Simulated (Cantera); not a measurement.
Charge: 1 mol SiO2, 5.6 mol Cl2, 20 mol N2, held at 0.000930 bar.

Cantera equilibrium calculation (NASA polynomials, part measured and part estimated; ideal gas, pure solids and liquids). Candidate condensed phases: Si, SiO2, Si2N2O, Si3N4; 23 gas species. The tables hold silica as quartz up to 1696 K and as liquid above; real silica turns to tridymite and cristobalite and melts near 1996 K. Kinetics and transport are ignored.

**Question.** Which condensed phases are stable at each of these points (T (K)): 1150, 1200, 1250, 1300, 1350, 1400, 1450, 1500, 1550, 1600, 1650, 1700?

**Answer.** 
```tsv
T (K)	condensed phases	Si condensed (%)
1150	SiO2(β-quartz)	100.0
1200	SiO2(β-quartz)	100.0
1250	SiO2(β-quartz)	99.9
1300	SiO2(β-quartz)	99.9
1350	SiO2(β-quartz)	99.9
1400	SiO2(β-quartz)	99.9
1450	SiO2(β-quartz)	99.9
1500	SiO2(β-quartz)	99.9
1550	SiO2(β-quartz)	99.9
1600	SiO2(β-quartz)	99.9
1650	SiO2(β-quartz)	99.9
1700	SiO2(condensed)	99.8
```

From 1150 K to 1650 K the condensed part is SiO2(β-quartz). At 1700 K the condensed part is SiO2(condensed).
